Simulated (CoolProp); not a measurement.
Saturation properties of ethane.

The numbers come from the reference Helmholtz-energy equation of state, Bücker 2006 in CoolProp.

```
T (K)     p (MPa)  enthalpy of vaporisation (kJ/kg)    vapour Z  liquid viscosity (µPa s)  liquid conductivity (mW/(m K))
-----  ----------  --------------------------------  ----------  ------------------------  ------------------------------
138.4    0.003242                             543.0      0.9975                       329                             212
143.3    0.005263                             537.7      0.9963                (withheld)                             207
148.1    0.008169                        (withheld)      0.9949                       278                             203
153       0.01240                        (withheld)      0.9930                (withheld)                             198
157.8     0.01813                             521.7      0.9906                       239                             193
162.7     0.02606                             516.2      0.9877                       222                             188
167.5  (withheld)                             510.6      0.9842                       208                             183
172.4  (withheld)                             504.7      0.9800                       194                             179
177.2     0.06684                             498.8  (withheld)                       183                             174
```

Problem. Fill in the missing entries.

Solution. 
- 143.3, liquid viscosity (µPa s): 301
- 148.1, enthalpy of vaporisation (kJ/kg): 532.5
- 153, enthalpy of vaporisation (kJ/kg): 527.1
- 153, liquid viscosity (µPa s): 257
- 167.5, p (MPa): 0.03632
- 172.4, p (MPa): 0.04990
- 177.2, vapour Z: 0.9752

It boils at 184.6 K under 1 atm.

Viscosity comes from a separate model (Friend 1991). Thermal conductivity comes from a separate model (Friend 1991).
